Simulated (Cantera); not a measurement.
Thermodynamics of carbon deposition, reforming and gasification, feed C + NH₃

A closed system holds: 1 mol C, 0.016 mol NH₃, at 0.100 bar.

These are equilibrium values from Cantera (NASA tables, ideal gas, pure condensed phases), not measurements of a reactor. Candidate condensed phases: C, C₆H₆, C₇H₈, C₈H₁₈; 92 gas species. The numbers say what is thermodynamically allowed, not how fast it happens.

```tsv
T (°C)	x H₂	x N₂	x H	x HCN	x C₂H₂ (acetylene)	x CH₄	n C(graphite)
627	0.729	0.254	3.16e-10	3.76e-7	4.10e-11	0.0166	0.999
827	0.747	0.250	7.07e-8	9.62e-6	9.95e-9	0.00201	1.000
1027	0.749	0.250	3.03e-6	8.96e-5	4.32e-7	0.000442	1.000
1227	0.750	0.250	4.82e-5	0.000457	6.76e-6	0.000144	1.000
1427	0.749	0.249	0.000403	0.00158	5.50e-5	6.14e-5	1.000
1627	0.746	0.248	0.00217	0.00418	0.000285	3.12e-5	1.000
1827	0.737	0.244	0.00846	0.00909	0.00106	1.79e-5	1.000
2027	0.715	0.238	0.0259	0.0169	0.00309	1.09e-5	0.999
2227	0.670	0.226	0.0651	0.0276	0.00725	6.74e-6	0.998
2427	0.592	0.210	0.138	0.0396	0.0140	3.91e-6	0.997
2627	0.476	0.187	0.251	0.0499	0.0219	1.97e-6	0.996
```
x: gas mole fraction; n: condensed amount in mol.

From 627 °C to 2627 °C the condensed part is C(graphite). The main C-bearing gas is CH₄ at 627 °C and HCN at 2627 °C.
